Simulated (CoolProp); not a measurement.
A single-stage vapour-compression cycle with R1224YDZ: evaporating at 298.15 K (dew point), condensing at 336.15 K (bubble point), superheat 5 K, subcooling 0 K, compressor efficiency 0.7, no pressure losses. Each further row changes one setting.

Model: reference Helmholtz-energy equation of state, Akasaka 2023, in CoolProp.

| case | cooling COP | pressure ratio | discharge temperature (K) | refrigerating effect (kJ/kg) | volumetric capacity (kJ/m³) |
|---|---|---|---|---|---|
| as stated | ___ | 3.23 | 343.1 | 123 | 1140 |
| evaporating temperature 303.15 K | 5.46 | 2.72 | ___ | 127 | ___ |
| condensing temperature 331.15 K | 5.40 | ___ | 338.2 | 129 | 1190 |
| subcooling 5 K | ___ | 3.23 | 343.1 | 129 | 1190 |
| superheat 15 K | 4.64 | 3.23 | 353.2 | 131 | ___ |
| compressor efficiency 0.6 | 3.90 | 3.23 | 347.9 | 123 | 1140 |

**Question.** What belongs in the gaps?

**Answer.** 
- as stated, cooling COP: 4.54
- evaporating temperature 303.15 K, discharge temperature (K): 342.5
- evaporating temperature 303.15 K, volumetric capacity (kJ/m³): 1380
- condensing temperature 331.15 K, pressure ratio: 2.82
- subcooling 5 K, cooling COP: 4.77
- superheat 15 K, volumetric capacity (kJ/m³): 1160
